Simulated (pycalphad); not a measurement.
Source of the numbers: pycalphad with the COST 507 light-alloy database (1999); pressure 1 atm. No gas phase is included, though pure Mg would boil below 1650 K. The database dates from 1999; later assessments differ in places, in temperatures and in the compounds included. Diffusion is slow at the low end, where real alloys seldom reach equilibrium.

## Mg-0.56Si (at.%): equilibrium cooling sequence

| T (K) | phases above | phases below |
|---|---|---|
| 918.2 | liquid | hcp + liquid |
| 911.9 | hcp + liquid | hcp + MG2SI |

Changes were sought between steps of 50 K, so a narrower field can be missed.

Database names, with the compositions (at.%) that they take in these runs: MG2SI: Mg 67 Si 33.
